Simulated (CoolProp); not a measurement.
The numbers come from the reference Helmholtz-energy equation of state, Thol 2019 in CoolProp.

For dodecamethylpentasiloxane (MD3M), give the phase and the isothermal compressibility (1/MPa), expansivity (1/kK) at 620 K and 0.358 MPa; 620 K and 0.388 MPa; 620 K and 0.417 MPa.


- 620 K and 0.358 MPa: gas; isothermal compressibility 3.40, expansivity 3.21
- 620 K and 0.388 MPa: gas; isothermal compressibility 3.22, expansivity 3.44
- 620 K and 0.417 MPa: gas; isothermal compressibility 3.07, expansivity 3.68
